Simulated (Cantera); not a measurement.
Input: 1 mol CO, 0.96 mol CO₂, a varied amount of H₂, equilibrated at 2102 °C and 19.0 Pa.

Method: chemical equilibrium by Gibbs-energy minimisation in Cantera with the NASA 1993 tables (ideal gas, pure condensed phases). Candidate condensed phases: C, C₆H₆, C₇H₈, C₈H₁₈, H₂O; 110 gas species. The numbers say what is thermodynamically allowed, not how fast it happens.

**Question.** At 30 mol H₂, list the 7 most abundant gas species with their mole fractions, and the condensed phases.

**Answer.** H 0.597, H₂ 0.340, CO 0.0424, H₂O 0.0122, O 0.00449, OH 0.00381, CO₂ 0.000260. Condensed: gas only.
